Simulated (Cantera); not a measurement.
Input (Python, Cantera) and output of one run.

```python
import numpy as np
import cantera as ct

gas_names = [...]  # 113 gases of nasa_gas.yaml made of C, H, O, Ta
cond_names = """
    C(gr) C6H6(L) C7H8(L) C8H18(L),n-octa H2O(s) H2O(L) Ta(cr) Ta(L) TaC(s) TaC(L) Ta2O5(s) Ta2O5(L)
""".split()


# ... load() reads the species with a 1 bar reference pressure and builds the phases ...
atoms = {
    'Ta(OEt)5': {'Ta': 1, 'C': 10, 'H': 25, 'O': 5},
    'O2': {'O': 2},
}
top_T = {'C(gr)': 4500}  # K; cautious upper limits of use, not melting points


# ... equilibrate(T, P, feed) seeds the gas with the atoms and calls Mixture.equilibrate('TP', solver="vcs", rtol=1e-11, max_steps=5000) ...
results = []
feed = {'Ta(OEt)5': 1, 'O2': 0.18}  # mol
P = 100000  # Pa
for T in [1248, 1348, 1448, 1548, 1648, 1748, 1848, 1948, 2048, 2148, 2248, 2348]:
    mix = equilibrate(T, P, feed)
    results.append((T, P, feed, dict(zip(mix.species_names, mix.species_moles))))

top = {s: max(r[3][s] / sum(r[3][g] for g in gas_names) for r in results) for s in gas_names}
cols = sorted((s for s in top if top[s] > 1e-05), key=lambda s: -top[s])[:7]
seen = [c for c in cond_names if any(r[3].get(c, 0) > 1e-12 for r in results)]
print("log10 of partial pressures in bar; condensed amounts in mol")
print(f"{'T/K':>10s}" + "".join(f"{s[:9]:>10s}" for s in cols + seen))
for T, P, feed, n in results:
    ng = sum(n[g] for g in gas_names)
    print(f"{T:10.4g}" + "".join(f"{np.log10(max(n[s] / ng * P / 1e5, 1e-99)):10.3f}" for s in cols)
          + "".join(f"{n.get(c, 0):10.4g}" for c in seen))
```

Result:

```
log10 of partial pressures in bar; condensed amounts in mol
       T/K        H2        CO         H       CH4 C2H2,acet       H2O       CO2     C(gr)    TaC(s)  Ta2O5(s)
      1248    -0.094    -0.733    -6.378    -2.141    -6.708    -2.640    -3.471      7.07         0       0.5
      1348    -0.157    -0.523    -5.714    -2.549    -6.077    -2.915    -3.572     3.616         1         0
      1448    -0.156    -0.523    -5.114    -2.789    -5.479    -3.275    -4.017     3.622         1         0
      1548    -0.156    -0.523    -4.589    -3.000    -4.960    -3.589    -4.401     3.627         1         0
      1648    -0.156    -0.523    -4.128    -3.184    -4.505    -3.865    -4.737      3.63         1         0
      1748    -0.155    -0.523    -3.719    -3.347    -4.103    -4.108    -5.033     3.631         1         0
      1848    -0.156    -0.523    -3.353    -3.492    -3.745    -4.324    -5.294     3.629         1         0
      1948    -0.156    -0.523    -3.025    -3.622    -3.424    -4.517    -5.527     3.623         1         0
      2048    -0.157    -0.523    -2.728    -3.739    -3.136    -4.692    -5.736     3.611         1         0
      2148    -0.158    -0.523    -2.459    -3.846    -2.876    -4.850    -5.923      3.59         1         0
      2248    -0.160    -0.524    -2.214    -3.944    -2.640    -4.994    -6.094     3.555         1         0
      2348    -0.163    -0.525    -1.990    -4.035    -2.425    -5.127    -6.249     3.502         1         0
```

These are equilibrium values from Cantera (NASA tables, ideal gas, pure condensed phases), not measurements of a reactor. The feed counts by its element totals alone. TaC: taken at fixed stoichiometry. Condensed phases not in the tables: Ta2C.
